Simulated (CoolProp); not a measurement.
Vapour-liquid equilibrium of CH2F2 (R32) (1) + R1234yf (2) at 0.00215 MPa; x and y are mole fractions of (1).

The numbers come from the multi-fluid Helmholtz-energy mixture model, Tillner-Roth 1997 and Lemmon 2022; pair parameters Bell 2023 in CoolProp.

| x | bubble temperature (K) | y at the bubble point | dew temperature at overall composition x (K) | liquid density (mol/L) |
|---|---|---|---|---|
| 0.05 | 178.6 | 0.285 | 181.3 | 12.87 |
| 0.125 | 175.2 | ? | 180.5 | 13.46 |
| 0.2 | 172.9 | 0.646 | 179.7 | ? |
| 0.275 | 171.3 | 0.722 | 178.8 | 14.73 |
| 0.35 | 170.1 | 0.770 | 177.8 | ? |
| 0.425 | 169.3 | ? | 176.7 | 16.21 |
| 0.5 | ? | ? | 175.5 | 17.05 |
| 0.575 | 168.3 | 0.845 | 174.3 | 17.99 |
| 0.65 | 168.0 | ? | 172.8 | 19.04 |
| 0.725 | 167.8 | ? | 171.2 | 20.21 |
| 0.8 | 167.5 | 0.896 | 169.4 | 21.53 |
| 0.875 | 167.3 | 0.922 | 167.8 | 23.03 |
| 0.95 | 167.1 | 0.961 | 167.2 | 24.75 |

Question: Fill in the missing entries.

Answer: 
- 0.125, y at the bubble point: 0.520
- 0.2, liquid density (mol/L): 14.07
- 0.35, liquid density (mol/L): 15.43
- 0.425, y at the bubble point: 0.803
- 0.5, bubble temperature (K): 168.7
- 0.5, y at the bubble point: 0.827
- 0.65, y at the bubble point: 0.861
- 0.725, y at the bubble point: 0.877

No azeotrope shows between x = 0.05 and 0.95.

The pair parameters rest on a limited set of measurements; away from them the model extrapolates.
